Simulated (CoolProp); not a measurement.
A simple Rankine cycle with R1224YDZ: condensing at 289.15 K, boiler at 0.436 MPa, turbine inlet 372.9 K, turbine efficiency 0.7, pump efficiency 0.7, no recuperator. Each further row changes one setting.

Computed with CoolProp (reference Helmholtz-energy equation of state, Akasaka 2023).

| case | thermal efficiency (%) | net work (kJ/kg) | heat in (kJ/kg) | turbine exit temperature (K) | volume ratio over the turbine |
|---|---|---|---|---|---|
| as stated | 7.8 | 18.4 | 234 | 346.3 | 4.05 |
| turbine inlet 392.9 K | 7.8 | 19.6 | … | 366.5 | 4.03 |
| condensing temperature 281.15 K | 9.2 | 22.4 | … | 341.0 | 5.50 |
| boiler pressure 0.305 MPa | 6.0 | 14.2 | 236 | 353.5 | … |
| turbine efficiency 0.6 | … | … | 234 | 349.4 | … |

Problem. Fill in the missing entries.

Solution. 
- turbine inlet 392.9 K, heat in (kJ/kg): 253
- condensing temperature 281.15 K, heat in (kJ/kg): 243
- boiler pressure 0.305 MPa, volume ratio over the turbine: 2.82
- turbine efficiency 0.6, thermal efficiency (%): 6.7
- turbine efficiency 0.6, net work (kJ/kg): 15.7
- turbine efficiency 0.6, volume ratio over the turbine: 4.09
